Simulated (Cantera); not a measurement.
An isothermal, constant-pressure homogeneous reactor starts with 28.6 % CH4, 71.4 % H2O, at 1650 K and 1400000 Pa.

Detailed kinetics in Cantera: GRI-Mech 3.0 (53 species, 325 reactions). The pressure lies above the range GRI-Mech 3.0 was tuned for (to about 10 atm).

One state of this run: x CH4 = 0.0873; x H2O = 0.543; x HCO = 4.93e-9; x O = 2.02e-11; x CH3 = 8.29e-5; x CH2CO = 3.62e-5; x C2H4 = 0.0123. x: mole fraction; the columns are a selection and need not sum to one.

Q: Which value of t (s) does it belong to?
A. 40.0
B. 0.0345
C. 2.38
D. 0.00841

A: B, 0.0345
